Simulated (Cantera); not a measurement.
Feed: 1 mol SiHCl3, 5.8 mol H2, 0.016 mol Cl2, at 0.0100 bar.

Cantera equilibrium calculation (NASA polynomials, part measured and part estimated; ideal gas, pure solids and liquids). Candidate condensed phases: Si; 19 gas species. Rates play no part.

Over these rows the condensed part is Si(s). Partial pressures as log10 of bar:

```json
[
 {"T (K)": "1000", "1000/T (1/K)": "1.0000", "log p SiHCl3": "-3.83", "log p H2": "-2.06", "log p HCl": "-3.47", "log p SiCl4": "-3.08", "log p SiCl2": "-4.64"},
 {"T (K)": "1100", "1000/T (1/K)": "0.9091", "log p SiHCl3": "-3.92", "log p H2": "-2.08", "log p HCl": "-3.17", "log p SiCl4": "-3.17", "log p SiCl2": "-3.94"},
 {"T (K)": "1200", "1000/T (1/K)": "0.8333", "log p SiHCl3": "-4.10", "log p H2": "-2.10", "log p HCl": "-2.96", "log p SiCl4": "-3.39", "log p SiCl2": "-3.44"},
 {"T (K)": "1300", "1000/T (1/K)": "0.7692", "log p SiHCl3": "-4.46", "log p H2": "-2.12", "log p HCl": "-2.84", "log p SiCl4": "-3.84", "log p SiCl2": "-3.14"},
 {"T (K)": "1400", "1000/T (1/K)": "0.7143", "log p SiHCl3": "-4.95", "log p H2": "-2.13", "log p HCl": "-2.81", "log p SiCl4": "-4.48", "log p SiCl2": "-3.01"},
 {"T (K)": "1500", "1000/T (1/K)": "0.6667", "log p SiHCl3": "?", "log p H2": "-2.14", "log p HCl": "-2.81", "log p SiCl4": "-5.15", "log p SiCl2": "-2.97"}
]
```

Q: Fit log p(SiHCl3) = a + b·(1000/T) to the five rows, give the apparent enthalpy, and predict the row at 1500 K.

A: Means: 1000/T = 0.8452, log p = -4.252. Sxy = 0.191908, Sxx = 0.0510987, so b = 3.76 and a = -4.252 − (3.76)×0.8452 = -7.43.
Apparent enthalpy: −19.145 × (3.76) = -72 kJ/mol. With the condensed phases at unit activity, Si(s) + 3 HCl(g) = SiHCl3(g) + H2(g) links this pressure to the main gases: over the six rows their terms move log p by +2.06 in all, so the slope isn't that reaction's ΔH° alone. The five rows lie within 0.21 of the line; that is curvature, so one enthalpy describes this range poorly.
Prediction at 1500 K: -7.43 + (3.76)×0.6667 = -4.92. The computed value is -5.47, 0.55 from the line.
